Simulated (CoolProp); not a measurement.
Vapour-liquid equilibrium of CH2F2 (R32) (1) + R134a (2) at 313.6 K; x and y are mole fractions of (1).

Model: multi-fluid Helmholtz-energy mixture model, Tillner-Roth 1997 and Tillner-Roth 1994; pair parameters Lemmon 2004, in CoolProp.

**Question.** Give the bubble pressure and the first vapour's composition at x = 0.15, 0.35, 0.65. Is there an azeotrope?

**Answer.** x = 0.15: 1.233 MPa, y = 0.256; x = 0.35: 1.508 MPa, y = 0.504; x = 0.65: 1.941 MPa, y = 0.770. No azeotrope shows between x = 0.05 and 0.95.

Pair parameters are fitted to limited data, so mixtures are less certain than the pure fluids.
